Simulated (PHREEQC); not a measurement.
A solution holds 0.0058 mol/kgw H3PO4 and 0.00034 mol/kgw NaOH, at 27 °C. Closed to the air; pH follows from the charge balance.

Equilibrium calculation in PHREEQC: ion-association model, phreeqc.dat.

This is a speciation only: nothing precipitates in the calculation.

Predict the pH, ionic strength, specific conductance.

pH 2.47; ionic strength 0.00393 mol/kgw; specific conductance 1390 µS/cm.

In which forms is P present?

H2PO4- 68 %, H3PO4 32 % of the P.
